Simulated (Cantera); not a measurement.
An adiabatic, constant-volume homogeneous reactor starts with H2 : O2 : N2 : H2O = 1 : 1.61 : 6.06 : 1.2 (molar parts), equivalence ratio 0.31, at 1550 K and 750 Torr.

Cantera simulation using the H2/O2 subset of GRI-Mech 3.0, which has no nitrogen chemistry; the numbers are that mechanism's predictions, not measurements.

One state of this run: T (K) = 2311; P (bar) = 1.42; x H2 = 0.00125; x O2 = 0.116; x H2O = 0.228; x H2O2 = 4.20e-7; x H = 0.000305. x: mole fraction; the columns are a selection and need not sum to one.

Problem. Which value of t (s) does it belong to?
A) 0.00430
B) 3.00e-6
C) 7.44e-6
D) 1.85e-5

Solution. A, 0.00430
